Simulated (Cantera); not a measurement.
A perfectly stirred reactor is fed with 38.7 % H₂, 12.9 % O₂, 48.4 % N₂, equivalence ratio 1.5, at 7500 Torr; it is adiabatic with a 775 K inlet, and is followed from long to short residence time, starting on the burning branch (τ in s: 0.22, 0.11, 0.055, 0.028, 0.014, 0.0069, 0.0035, 0.0017, 0.00087, 0.00044, 0.00022, 0.00011, 5.5e-05).

Model: GRI-Mech 3.0 (53 species, 325 reactions), integrated in Cantera. The hydrogen kinetics of GRI-Mech 3.0 are dated; newer H2 mechanisms differ, most at raised pressure.

Q: Predict: blow-out, bracketed by the residence times tried; x(H₂) at τ = 0.220 s; x(O₂) at τ = 0.220 s; x(O) at τ = 0.220 s; x(H₂O) at τ = 0.220 s; x(NO₂) at τ = 0.220 s; x(H₂) at τ = 3.50 ms; x(O₂) at τ = 3.50 ms; x(O) at τ = 3.50 ms; x(H₂O) at τ = 3.50 ms; x(NO₂) at τ = 3.50 ms.

A: 
```
Quantity                                                                           Value
------------------------------------------------  --------------------------------------
blow-out, bracketed by the residence times tried  burning at 55.0 µs, the shortest tried
x(H₂) at τ = 0.220 s                                                               0.147
x(O₂) at τ = 0.220 s                                                             4.07e-5
x(O) at τ = 0.220 s                                                              4.96e-5
x(H₂O) at τ = 0.220 s                                                              0.292
x(NO₂) at τ = 0.220 s                                                            1.11e-8
x(H₂) at τ = 3.50 ms                                                               0.147
x(O₂) at τ = 3.50 ms                                                             7.79e-5
x(O) at τ = 3.50 ms                                                              5.80e-5
x(H₂O) at τ = 3.50 ms                                                              0.292
x(NO₂) at τ = 3.50 ms                                                            1.03e-8
```
